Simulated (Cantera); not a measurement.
## SiH₄ + C₂H₂ + H₂ (silicon carbide growth)

Input: 1 mol SiH₄, 0.26 mol C₂H₂, 13 mol H₂, held at 0.590 bar.

Equilibrium computed with Cantera from the NASA thermochemical tables; the gas is ideal and each condensed phase is pure. Candidate condensed phases: C, C₆H₆, C₇H₈, C₈H₁₈, Si, SiC; 87 gas species. Mutual solubility and eutectic melting of coexisting phases are not modelled. Gases not in the tables: Si₂H₆ and higher silanes. The numbers say what is thermodynamically allowed, not how fast it happens.

```tsv
T (K)	x H₂	x H	x Si	x SiH₂	x SiH	x Si₂C	x C₂H₂ (acetylene)	x CH₄	n Si(s)	n SiC(s)	n Si(l)
1550	1.000	4.10e-5	5.63e-8	2.79e-6	1.14e-7	1.25e-10	1.24e-9	1.06e-5	0.480	0.520	0
1625	1.000	9.18e-5	2.76e-7	6.61e-6	4.23e-7	1.04e-9	4.65e-9	9.92e-6	0.480	0.520	0
1700	1.000	0.000192	1.15e-6	1.42e-5	1.37e-6	6.94e-9	1.61e-8	9.58e-6	0	0.520	0.480
1775	1.000	0.000377	3.72e-6	2.50e-5	3.51e-6	3.45e-8	6.55e-8	1.06e-5	0	0.520	0.480
1850	0.999	0.000701	1.09e-5	4.21e-5	8.32e-6	1.50e-7	2.37e-7	1.16e-5	0	0.520	0.479
1925	0.999	0.00124	2.95e-5	6.80e-5	1.84e-5	5.81e-7	7.72e-7	1.26e-5	0	0.520	0.478
2000	0.998	0.00211	7.38e-5	0.000106	3.84e-5	2.02e-6	2.30e-6	1.37e-5	0	0.520	0.477
2075	0.996	0.00346	0.000173	0.000160	7.58e-5	6.42e-6	6.34e-6	1.47e-5	0	0.519	0.474
2150	0.994	0.00547	0.000380	0.000233	0.000142	1.87e-5	1.62e-5	1.57e-5	0	0.519	0.469
```
x: gas mole fraction; n: condensed amount in mol.

From 1550 K to 1625 K the condensed part is Si(s) + SiC(s). From 1700 K to 2150 K the condensed part is Si(l) + SiC(s). The main Si-bearing gas is SiH₂ at 1550 K and Si at 2150 K.
